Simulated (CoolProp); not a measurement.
Properties of R13 along the isotherm 320.6 K.

Model: reference Helmholtz-energy equation of state, Platzer 1990, in CoolProp. This equation is an older, rougher fit.

```tsv
p (MPa)	phase	speed of sound (m/s)	Joule-Thomson coefficient (K/MPa)	isothermal compressibility (1/MPa)	conductivity (mW/(m K))	Prandtl number	fugacity coefficient
0.00628	gas	170.2	9.154	159.3	13.8	0.743	0.9996
0.0101	gas	170.2	9.156	99.08	13.8	0.743	0.9993
0.0164	gas	170.1	9.160	61.05	13.8	0.743	0.9988
0.0265	gas	170.0	9.165	37.81	13.8	0.744	0.9981
0.0428	gas	169.9	9.173	23.44	13.8	0.744	0.9970
0.0691	gas	169.6	9.186	14.54	13.8	0.745	0.9951
0.112	gas	169.2	…	9.000	13.8	…	0.9921
0.18	gas	…	9.244	5.628	13.8	0.748	0.9873
0.292	gas	167.6	9.303	3.499	13.9	0.751	0.9795
0.471	gas	166.0	…	2.200	…	0.756	0.9670
0.761	gas	163.2	9.566	1.395	14.2	0.766	…
1.23	gas	158.6	9.851	0.9021	14.6	…	0.9144
1.99	gas	…	10.37	0.6090	15.5	0.824	0.8623
```

Q: Some entries are withheld; supply them.

A: 
- 0.112, Joule-Thomson coefficient (K/MPa): 9.209
- 0.112, Prandtl number: 0.746
- 0.18, speed of sound (m/s): 168.6
- 0.471, Joule-Thomson coefficient (K/MPa): 9.401
- 0.471, conductivity (mW/(m K)): 14.0
- 0.761, fugacity coefficient: 0.9468
- 1.23, Prandtl number: 0.783
- 1.99, speed of sound (m/s): 150.5

Viscosity comes from a separate model (Huber 2003), an estimate that may be off by 10 % or more. Thermal conductivity comes from a separate model (Huber 2003), an estimate that may be off by 10 % or more.
